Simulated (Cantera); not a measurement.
Mixture: 5.00 % CH4, 20.0 % O2, 75.0 % N2, equivalence ratio 0.50, at 2.40 bar, adiabatic and at constant pressure. Ignition delay is the time to a rise of 400 K.

Cantera simulation using GRI-Mech 3.0 (53 species, 325 reactions); the numbers are that mechanism's predictions, not measurements.

Task: Predict: delay at 1148 K; delay at 1248 K; delay at 1348 K; delay at 1448 K; delay at 1548 K; apparent activation energy between 1498 and 1598 K.

Result: 
| Item | Value |
|---|---|
| delay at 1148 K | 30.1 ms |
| delay at 1248 K | 7.72 ms |
| delay at 1348 K | 2.27 ms |
| delay at 1448 K | 0.771 ms |
| delay at 1548 K | 0.301 ms |
| apparent activation energy between 1498 and 1598 K | 170 kJ/mol |
